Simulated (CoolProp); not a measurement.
Vapour pressure (bar) of n-perfluorohexane: the reference equation beside estimates from Tc = 174.9 °C, pc = 17.42 bar, ω = 0.497.

The numbers come from the reference Helmholtz-energy equation of state, Gao 2022 in CoolProp.

```csv
T (°C),reference,van der Waals,Redlich-Kwong,Soave-Redlich-Kwong,Peng-Robinson
-4.95,0.06554,1.493,0.3483,0.06562,0.06907
0.75,0.09009,1.685,0.4333,0.09003,0.09409
6.45,0.1218,1.892,0.5330,0.1216,0.1262
12.05,0.1614,2.112,0.6470,0.1610,0.1662
17.75,0.2120,2.353,0.7808,0.2113,0.2169
23.45,0.2747,2.611,0.9341,0.2739,0.2797
29.15,0.3516,2.887,1.109,0.3507,0.3566
34.85,0.4449,3.183,1.306,0.4441,0.4497
40.55,0.5569,3.497,1.527,0.5565,0.5614
46.15,0.6877,3.825,1.770,0.6880,0.6918
51.85,0.8444,4.178,2.044,0.8460,0.8482
57.55,1.028,4.553,2.347,1.031,1.031
63.25,1.241,4.948,2.681,1.248,1.244
68.95,1.487,5.364,3.047,1.497,1.491
```

Absolute difference from the reference over all 14 rows, mean and median: van der Waals 863.5 and 668.3 %, Redlich-Kwong 227.9 and 204.5 %, Soave-Redlich-Kwong 0.2 and 0.2 %, Peng-Robinson 1.8 and 1.3 %.
